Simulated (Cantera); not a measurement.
# Fe2O3 + Cl2 + H2 (oxide etching and cleaning by halides)

Input: 1 mol Fe2O3, 1.1 mol Cl2, 0.45 mol H2, equilibrated at 15000 Pa.

Cantera equilibrium calculation (NASA polynomials, part measured and part estimated; ideal gas, pure solids and liquids). Candidate condensed phases: Fe, FeCl2, FeCl3, FeO, Fe(OH)2, Fe(OH)3, Fe2O3, Fe3O4, H2O; 22 gas species. Condensed phases not in the tables: FeOCl. Equilibrium is a limit: real reactors are often held back by kinetics, nucleation or transport.

| T (K) | log p HCl | log p Cl2 | log p FeCl2 | log p O2 | log p FeCl3 | log p Cl | log p H2O | n Fe2O3(s) |
|---|---|---|---|---|---|---|---|---|
| 650 | -1.07 | -1.20 | -8.79 | -6.22 | -3.82 | -7.49 | -2.87 | 0.995 |
| 800 | -1.08 | -1.20 | -6.30 | -4.23 | -3.01 | -5.63 | -2.77 | 0.994 |
| 950 | -1.08 | -1.22 | -4.66 | -2.88 | -2.52 | -4.36 | -2.69 | 0.984 |
| 1100 | -1.08 | -1.30 | -3.33 | -2.22 | -2.05 | -3.47 | -2.73 | 0.951 |
| 1250 | -1.10 | -1.48 | -2.35 | -1.84 | -1.80 | -2.85 | -2.73 | 0.890 |
| 1400 | -1.14 | -1.81 | -1.73 | -1.63 | -1.84 | -2.45 | -2.64 | 0.805 |
| 1550 | -1.21 | -2.32 | -1.43 | -1.52 | -2.19 | -2.25 | -2.42 | 0.720 |
log p: log10 of the partial pressure in bar; n: condensed amount in mol.

From 650 K to 1550 K the condensed part is Fe2O3(s). The main Fe-bearing gas is Fe2Cl6 at 650 K and FeCl2 at 1550 K. The share of Fe in condensed phases is highest at 650 K (99.5 %) and lowest at 1550 K (72.0 %).
